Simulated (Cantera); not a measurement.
# Thermal oxidation and active oxidation of silicon: Si + N2O + N2 + H2O

Charge: 1 mol Si, 0.46 mol N2O, 630 mol N2, 1.3 mol H2O, at 44.0 Pa.

Equilibrium computed with Cantera from the NASA thermochemical tables; the gas is ideal and each condensed phase is pure. Candidate condensed phases: H2O, Si, SiO2, Si2N2O, Si3N4; 35 gas species. Mutual solubility and eutectic melting of coexisting phases are not modelled. The tables hold silica as quartz up to 1696 K and as liquid above; real silica turns to tridymite and cristobalite and melts near 1996 K. Rates play no part.

```
T (°C)   x N2     x H2     x SiO      x H  n SiO2(β-quartz)  n Si2N2O(s)
------  -----  -------  --------  -------  ----------------  -----------
852     0.998  0.00206   9.13e-8  9.61e-8             0.840       0.0800
902     0.998  0.00206   9.19e-7  2.65e-7             0.840       0.0798
952     0.998  0.00206   7.63e-6  6.74e-7             0.838       0.0784
1002    0.998  0.00206   5.35e-5  1.59e-6             0.829       0.0687
1052    0.998  0.00206  0.000323  3.53e-6             0.772       0.0119
1102    0.998  0.00205  0.000380  7.40e-6             0.760            0
1152    0.998  0.00205  0.000382  1.47e-5             0.759            0
```
x: gas mole fraction; n: condensed amount in mol.

From 852 °C to 1052 °C the condensed part is SiO2(β-quartz) + Si2N2O(s). From 1102 °C to 1152 °C the condensed part is SiO2(β-quartz). The main Si-bearing gas is SiO throughout. The share of Si in condensed phases is highest at 852 °C (100.0 %) and lowest at 1152 °C (75.9 %).
